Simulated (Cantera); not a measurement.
Input: 1 mol SiCl4, 0.038 mol CH4, 270 mol H2, equilibrated at 12.0 mbar.

Equilibrium computed with Cantera from the NASA thermochemical tables; the gas is ideal and each condensed phase is pure. Candidate condensed phases: C, C6H6, C7H8, C8H18, Si, SiC; 109 gas species. Mutual solubility and eutectic melting of coexisting phases are not modelled. Gases not in the tables: Si2H6 and higher silanes. Equilibrium is a limit: real reactors are often held back by kinetics, nucleation or transport.

Q: Which condensed phases are stable at each of these points (T (K)): 1448, 1498, 1548, 1598, 1648, 1698, 1748, 1798?

A: 
```json
[
 {"T (K)": "1448", "condensed phases": "Si(s) + SiC(s)", "Si condensed (%)": "84.3"},
 {"T (K)": "1498", "condensed phases": "Si(s) + SiC(s)", "Si condensed (%)": "83.7"},
 {"T (K)": "1548", "condensed phases": "Si(s) + SiC(s)", "Si condensed (%)": "83.1"},
 {"T (K)": "1598", "condensed phases": "Si(s) + SiC(s)", "Si condensed (%)": "82.3"},
 {"T (K)": "1648", "condensed phases": "Si(s) + SiC(s)", "Si condensed (%)": "81.2"},
 {"T (K)": "1698", "condensed phases": "Si(l) + SiC(s)", "Si condensed (%)": "79.7"},
 {"T (K)": "1748", "condensed phases": "Si(l) + SiC(s)", "Si condensed (%)": "78.4"},
 {"T (K)": "1798", "condensed phases": "Si(l) + SiC(s)", "Si condensed (%)": "74.5"}
]
```

From 1448 K to 1648 K the condensed part is Si(s) + SiC(s). From 1698 K to 1798 K the condensed part is Si(l) + SiC(s).
